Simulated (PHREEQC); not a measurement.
Polishing slurry liquid: speciation

Consider water at 60 °C with 0.25 mol HNO3, 0.0018 mol H4SiO4 and 0.055 mol H3BO3 per kg of water. Closed to the air; pH follows from the charge balance.

Equilibrium calculation in PHREEQC: ion-association model, wateq4f.dat.

No solid was allowed to form.

**Question.** Predict the pH, activity of water.

**Answer.** pH 0.71; activity of water 0.991.

Examples of supersaturated solids here: Quartz (slow to form), Chalcedony (slow to form). Others may be too. Away from 25 °C the constants follow the database's enthalpies or fits; those with neither stay at their 25 °C values.
